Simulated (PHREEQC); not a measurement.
Solution (25 °C): 2.1 mol/kgw Na2CO3 and 0.36 mol/kgw KCl. Closed to the air; pH follows from the charge balance.

Model: Pitzer model, pitzer.dat, run in PHREEQC.

Question: The ionic strength comes out as 6.65 mol/kgw. What activity coefficients do CO3-2, K+, OH-, HCO3-, Na+ get?

Answer: CO3-2 0.033, K+ 0.63, OH- 0.97, HCO3- 0.24, Na+ 0.45. Single-ion values are on the MacInnes scale.

No solid was allowed to form. In brines, pH and single-ion activities rest on the MacInnes convention.
